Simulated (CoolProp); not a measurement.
Vapour-liquid equilibrium of R1234yf (1) + isobutane (2) at 1.31 MPa; x and y are mole fractions of (1).

Model: multi-fluid Helmholtz-energy mixture model, Lemmon 2022 and Bücker 2006; pair parameters Bell 2016, in CoolProp.

```
x     bubble temperature (K)  y at the bubble point  dew temperature at overall composition x (K)  liquid density (mol/L)
----  ----------------------  ---------------------  --------------------------------------------  ----------------------
0.05                   346.5                  0.122                                         349.7                   8.207
0.15                   338.7                  0.296                                         345.3                   8.305
0.25                   333.7                  0.413                                         340.8                   8.348
0.35                   330.2                  0.500                                         336.4                   8.368
0.45                   327.7                  0.573                                         332.2                   8.383
0.55                   325.9                  0.639                                         328.5                   8.406
0.65                   324.5                  0.706                                         325.6                   8.442
0.75                   323.6                  0.777                                         323.9                   8.493
0.85                   323.2                  0.856                                         323.2                   8.558
0.95                   323.2                  0.948                                         323.2                   8.632
```

y crosses x between x = 0.85 and 0.95: the model has an azeotrope there.

Pair parameters are fitted to limited data, so mixtures are less certain than the pure fluids.
